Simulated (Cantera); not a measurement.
Input (Python, Cantera):

```python
import numpy as np
import cantera as ct

gas = ct.Solution("gri30.yaml")
gas.TPX = 1500, 14000, {'CH4': 0.015, 'H2': 1, 'H': 0.043}
inlet = ct.Reservoir(gas, clone=True)

reactor = ct.IdealGasConstPressureReactor(gas, energy="off", clone=False)
exhaust = ct.Reservoir(gas, clone=True)
tau = [0.31, 0.16, 0.087, 0.047, 0.025, 0.013, 0.0071, 0.0038, 0.002][0]
for a, b in ((inlet, reactor), (reactor, exhaust)):
    ct.MassFlowController(a, b, mdot=lambda t: reactor.mass / tau)
net = ct.ReactorNet([reactor])
show = ['CH4', 'H2', 'H', 'C2H2', 'C2H', 'C2H4']

rows = []
print(f"{'tau/s':>10s}{'T/K':>9s}" + "".join(f"{s:>11s}" for s in show))
for tau in [0.31, 0.16, 0.087, 0.047, 0.025, 0.013, 0.0071, 0.0038, 0.002]:
    net.initial_time = 0.0
    net.advance(30 * tau)
    before = gas.X
    net.advance(40 * tau)
    drift = np.max(np.abs(gas.X - before) / (gas.X + 1e-9))
    rows.append([gas.T, *gas[show].X, drift])
    print(f"{tau:10.3e}{gas.T:9.1f}" + "".join(f"{x:11.3e}" for x in gas[show].X))
```

Result:

```
     tau/s      T/K        CH4         H2          H       C2H2        C2H       C2H4
 3.100e-01   1500.0  1.034e-02  9.872e-01  3.904e-04  1.900e-03  1.414e-09  9.064e-05
 1.600e-01   1500.0  1.060e-02  9.869e-01  5.333e-04  1.758e-03  1.788e-09  9.025e-05
 8.700e-02   1500.0  1.086e-02  9.866e-01  7.109e-04  1.606e-03  2.178e-09  8.982e-05
 4.700e-02   1500.0  1.114e-02  9.862e-01  9.504e-04  1.439e-03  2.609e-09  8.939e-05
 2.500e-02   1500.0  1.141e-02  9.857e-01  1.281e-03  1.260e-03  3.080e-09  8.898e-05
 1.300e-02   1500.0  1.166e-02  9.850e-01  1.746e-03  1.079e-03  3.599e-09  8.868e-05
 7.100e-03   1500.0  1.182e-02  9.843e-01  2.331e-03  9.242e-04  4.118e-09  8.860e-05
 3.800e-03   1500.0  1.190e-02  9.833e-01  3.148e-03  7.846e-04  4.726e-09  8.885e-05
 2.000e-03   1500.0  1.186e-02  9.821e-01  4.295e-03  6.665e-04  5.485e-09  8.959e-05
```

Cantera simulation using GRI-Mech 3.0 (53 species, 325 reactions); the numbers are that mechanism's predictions, not measurements. GRI-Mech 3.0 stops at C3 and has no aromatics, soot or wall deposition, so with more carbon than oxygen in the feed, carbon stays in small species such as C2H2 where larger ones or solid carbon would form.
